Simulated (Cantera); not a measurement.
A perfectly stirred reactor is fed with 3.64 % C₃H₈, 20.2 % O₂, 76.1 % N₂, equivalence ratio 0.90, at 250000 Pa; it is adiabatic with a 350 K inlet, and is followed from long to short residence time, starting on the burning branch (τ in s: 0.15, 0.057, 0.022, 0.0085, 0.0033, 0.0013, 0.0005, 0.00019, 7.4e-05).

Computed with Cantera and GRI-Mech 3.0 (53 species, 325 reactions). GRI-Mech 3.0 was tuned for natural gas; its chemistry of propane as a main component is partial and can be far from experiment.

x: mole fraction; the columns are a selection and need not sum to one.

```json
[
 {"τ (s)": "0.15", "T (K)": "2221", "x C₃H₈": "7.13e-8", "x O₂": "0.0200", "x N₂O": "3.70e-7", "x HO₂": "1.67e-6", "x OH": "0.00296", "x NO": "0.00189", "x C₂H₆": "3.41e-10"},
 {"τ (s)": "0.057", "T (K)": "2218", "x C₃H₈": "1.81e-7", "x O₂": "0.0206", "x N₂O": "3.91e-7", "x HO₂": "1.80e-6", "x OH": "0.00314", "x NO": "0.00119", "x C₂H₆": "8.56e-10"},
 {"τ (s)": "0.022", "T (K)": "2208", "x C₃H₈": "(withheld)", "x O₂": "0.0213", "x N₂O": "(withheld)", "x HO₂": "(withheld)", "x OH": "(withheld)", "x NO": "(withheld)", "x C₂H₆": "(withheld)"},
 {"τ (s)": "0.0085", "T (K)": "2189", "x C₃H₈": "1.03e-6", "x O₂": "0.0224", "x N₂O": "4.64e-7", "x HO₂": "2.63e-6", "x OH": "0.00406", "x NO": "0.000453", "x C₂H₆": "4.59e-9"},
 {"τ (s)": "0.0033", "T (K)": "2157", "x C₃H₈": "(withheld)", "x O₂": "0.0240", "x N₂O": "4.85e-7", "x HO₂": "(withheld)", "x OH": "(withheld)", "x NO": "(withheld)", "x C₂H₆": "(withheld)"},
 {"τ (s)": "0.0013", "T (K)": "2112", "x C₃H₈": "4.74e-6", "x O₂": "0.0261", "x N₂O": "4.72e-7", "x HO₂": "5.97e-6", "x OH": "0.00568", "x NO": "0.000182", "x C₂H₆": "2.12e-8"},
 {"τ (s)": "0.00050", "T (K)": "2052", "x C₃H₈": "1.01e-5", "x O₂": "0.0290", "x N₂O": "4.34e-7", "x HO₂": "9.84e-6", "x OH": "0.00645", "x NO": "0.000117", "x C₂H₆": "4.97e-8"},
 {"τ (s)": "0.00019", "T (K)": "1977", "x C₃H₈": "2.28e-5", "x O₂": "0.0329", "x N₂O": "3.86e-7", "x HO₂": "1.66e-5", "x OH": "0.00685", "x NO": "7.36e-5", "x C₂H₆": "1.35e-7"},
 {"τ (s)": "7.4e-5", "T (K)": "1882", "x C₃H₈": "5.92e-5", "x O₂": "0.0390", "x N₂O": "3.34e-7", "x HO₂": "3.01e-5", "x OH": "0.00641", "x NO": "4.13e-5", "x C₂H₆": "4.59e-7"}
]
```

Problem. Fill in the missing entries.

Solution. 
- 0.022, x C₃H₈: 4.42e-7
- 0.022, x N₂O: 4.23e-7
- 0.022, x HO₂: 2.06e-6
- 0.022, x OH: 0.00348
- 0.022, x NO: 0.000730
- 0.022, x C₂H₆: 2.04e-9
- 0.0033, x C₃H₈: 2.26e-6
- 0.0033, x HO₂: 3.80e-6
- 0.0033, x OH: 0.00483
- 0.0033, x NO: 0.000285
- 0.0033, x C₂H₆: 9.89e-9
